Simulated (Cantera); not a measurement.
Cantera with NASA thermochemical tables; ideal gases at 1 bar, condensed phases pure. Values are per mole of reaction as written; species without (g) are pure solids or liquids, kept so even where they would boil at 1 bar.

Ta + 2 H2O2(g) ⇌ 2 H2O(g) + TaO2(g), with ΔH° = -411.9 kJ and ΔS° = 147.4 J/K at 300 K.

Q: How far is the shortcut ΔG° ≈ ΔH°(300 K) − T·ΔS°(300 K) from the full temperature-dependent value at 900, 975, 1050, 1125, 1200, 1275, 1350, 1425, 1500, 1575, 1650 K?

A: 
| T (K) | shortcut (kJ) | full (kJ) | difference (kJ) | difference in log10 K |
|---|---|---|---|---|
| 900 | -544.5 | -542.9 | -1.7 | 0.10 |
| 975 | -555.6 | -553.4 | -2.2 | 0.12 |
| 1050 | -566.6 | -563.8 | -2.9 | 0.14 |
| 1125 | -577.7 | -574.1 | -3.6 | 0.17 |
| 1200 | -588.8 | -584.3 | -4.4 | 0.19 |
| 1275 | -599.8 | -594.5 | -5.3 | 0.22 |
| 1350 | -610.9 | -604.6 | -6.2 | 0.24 |
| 1425 | -621.9 | -614.7 | -7.3 | 0.27 |
| 1500 | -633.0 | -624.6 | -8.3 | 0.29 |
| 1575 | -644.0 | -634.6 | -9.5 | 0.31 |
| 1650 | -655.1 | -644.4 | -10.7 | 0.34 |
The shortcut ignores the heat-capacity change of the reaction.
